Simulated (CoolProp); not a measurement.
Aqueous sodium chloride as a coolant, 5 % by mass, freezing at -3.1 °C, 1 atm.

Computed with CoolProp (Melinder's fits for secondary coolants).

| T (°C) | conductivity (W/(m K)) | density (kg/m³) | cp (kJ/(kg K)) | Prandtl number |
|---|---|---|---|---|
| -1.9 | 0.555 | 1038 | 3.911 | 14.2 |
| 4 | 0.566 | 1038 | 3.915 | 11.6 |
| 9.9 | 0.576 | 1036 | 3.919 | 9.58 |
| 15.8 | 0.586 | 1035 | 3.924 | 8.05 |
| 21.7 | 0.596 | ? | 3.930 | ? |
| 27.6 | 0.606 | ? | ? | ? |
| 33.5 | 0.615 | 1029 | 3.941 | 5.20 |
| 39.4 | 0.624 | 1027 | 3.948 | 4.62 |

**Question.** Fill in the missing entries.

**Answer.** 
- 21.7, density (kg/m³): 1033
- 21.7, Prandtl number: 6.86
- 27.6, density (kg/m³): 1032
- 27.6, cp (kJ/(kg K)): 3.935
- 27.6, Prandtl number: 5.93
